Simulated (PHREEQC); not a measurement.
**Metal-bearing waste water**

A solution holds 19 mmol/kgw FeCl3, 17 mmol/kgw NiCl2 and 0.2 mmol/kgw NaHCO3, at 59 °C. Closed to the air; pH follows from the charge balance.

Model: ion-association model, wateq4f.dat, run in PHREEQC.

- pH: 2.07
- ionic strength: 0.133 mol/kgw
- total alkalinity: -37.8 meq/kg

```json
[
 {"species": "Cl-", "molality": "0.0834", "activity": "0.0609", "log γ": "-0.137"},
 {"species": "Ni+2", "molality": "0.0158", "activity": "0.00506", "log γ": "-0.495"},
 {"species": "H+", "molality": "0.0105", "activity": "0.00845", "log γ": "-0.095"},
 {"species": "FeCl+2", "molality": "0.00570", "activity": "0.00183", "log γ": "-0.493"},
 {"species": "FeOH+2", "molality": "0.00542", "activity": "0.00174", "log γ": "-0.493"},
 {"species": "Fe+3", "molality": "0.00269", "activity": "0.000379", "log γ": "-0.852"},
 {"species": "Fe2(OH)2+4", "molality": "0.00220", "activity": "2.31e-5", "log γ": "-1.979"},
 {"species": "NiCl+", "molality": "0.00103", "activity": "0.000773", "log γ": "-0.124"},
 {"species": "Fe(OH)2+", "molality": "0.000285", "activity": "0.000217", "log γ": "-0.120"},
 {"species": "FeCl2+", "molality": "0.000252", "activity": "0.000189", "log γ": "-0.124"},
 {"species": "CO2", "molality": "0.000200", "activity": "0.000206", "log γ": "0.013"},
 {"species": "Na+", "molality": "0.000200", "activity": "0.000150", "log γ": "-0.123"},
 {"species": "NiCl2", "molality": "0.000166", "activity": "0.000171", "log γ": "0.013"},
 {"species": "Fe3(OH)4+5", "molality": "7.75e-5", "activity": "6.26e-8", "log γ": "-3.093"}
]
```

Precipitation was switched off in this run. The solution is supersaturated, for example in Hematite (slow to form), Goethite (slow to form), so a real one may precipitate; this is no full list. Complexes and solids missing from the database can't appear. Away from 25 °C the constants follow the database's enthalpies or fits; those with neither stay at their 25 °C values.
